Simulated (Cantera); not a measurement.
What does this Cantera script print?

```python
import numpy as np
import cantera as ct

gas_names = """
    B BCL BCL2 BCL3 BH BH2 BH3 BO BOCL BO2 B2 B2O B2O2 B2O3 B3O3CL3 B3O3H3 CL CLO CL2 H HBO HBO2 HCL
    HOCL HO2 H2 H2O H2O2 H3B3O6 O OH O2 O3
""".split()
cond_names = """
    B(b) B(L) B2O3(L) B3O3H3(cr) H2O(s) H2O(L)
""".split()


# ... load() reads the species with a 1 bar reference pressure and builds the phases ...
atoms = {
    'BCl3': {'B': 1, 'CL': 3},
    'O2': {'O': 2},
    'H2': {'H': 2},
}
top_T = {}  # K; cautious upper limits of use, not melting points


# ... equilibrate(T, P, feed) seeds the gas with the atoms and calls Mixture.equilibrate('TP', solver="vcs", rtol=1e-11, max_steps=5000) ...
results = []
feed = {'BCl3': 1, 'O2': 1, 'H2': 190}  # mol
P = 100  # Pa
for T in [1700, 1800, 1900, 2000, 2100, 2200, 2300, 2400]:
    mix = equilibrate(T, P, feed)
    results.append((T, P, feed, dict(zip(mix.species_names, mix.species_moles))))

top = {s: max(r[3][s] / sum(r[3][g] for g in gas_names) for r in results) for s in gas_names}
cols = sorted((s for s in top if top[s] > 0.0001), key=lambda s: -top[s])[:8]
seen = [c for c in cond_names if any(r[3].get(c, 0) > 1e-12 for r in results)]
print("log10 of partial pressures in bar; condensed amounts in mol")
print(f"{'T/K':>10s}" + "".join(f"{s[:9]:>10s}" for s in cols + seen))
for T, P, feed, n in results:
    ng = sum(n[g] for g in gas_names)
    print(f"{T:10.4g}" + "".join(f"{np.log10(max(n[s] / ng * P / 1e5, 1e-99)):10.3f}" for s in cols)
          + "".join(f"{n.get(c, 0):10.4g}" for c in seen))
```

It prints:

```
log10 of partial pressures in bar; condensed amounts in mol
       T/K        H2         H       HCL       H2O        CL        BO      HBO2       HBO
      1700    -3.012    -5.338    -4.810    -5.639    -7.245    -6.754    -5.568    -5.729
      1800    -3.015    -4.954    -4.814    -5.564    -6.868    -6.367    -5.638    -5.680
      1900    -3.021    -4.611    -4.821    -5.498    -6.533    -6.054    -5.731    -5.669
      2000    -3.033    -4.305    -4.835    -5.443    -6.236    -5.814    -5.858    -5.703
      2100    -3.054    -4.033    -4.860    -5.406    -5.973    -5.643    -6.026    -5.786
      2200    -3.088    -3.794    -4.902    -5.393    -5.746    -5.535    -6.238    -5.915
      2300    -3.144    -3.586    -4.969    -5.411    -5.554    -5.478    -6.490    -6.085
      2400    -3.228    -3.412    -5.068    -5.469    -5.400    -5.460    -6.780    -6.292
```

Cantera equilibrium calculation (NASA polynomials, part measured and part estimated; ideal gas, pure solids and liquids). The tables' values for BOCl are old estimates; treat these amounts as uncertain.
